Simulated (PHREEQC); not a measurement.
1 kg of water holding 0.42 mol/kgw Na2SO4, 0.37 mol/kgw KCl, 0.007 mol/kgw Na2CO3 and 0.04 mol/kgw NaCl is evaporated at 25 °C; the solids stay in contact with the brine. CO2 is held at log p = -3.4 (atm). The run lets Arcanite, Burkeite, Glaserite, Halite, Kalicinite, Mirabilite, Misenite, Nahcolite, Natron, Sylvite, Thenardite, Trona precipitate or redissolve, and no other solid.

The series has 14 steps of water left (kg), from 0.9999 to 0.07807.

Equilibrium calculation in PHREEQC: Pitzer model, pitzer.dat.

Q: Which solids form, in which order, and at which step of the series does each first stand?

A: Glaserite from water left = 0.2533 kg (pH 9.14); Thenardite from water left = 0.1156 kg (pH 9.22).

Complexes and solids missing from the database can't appear.
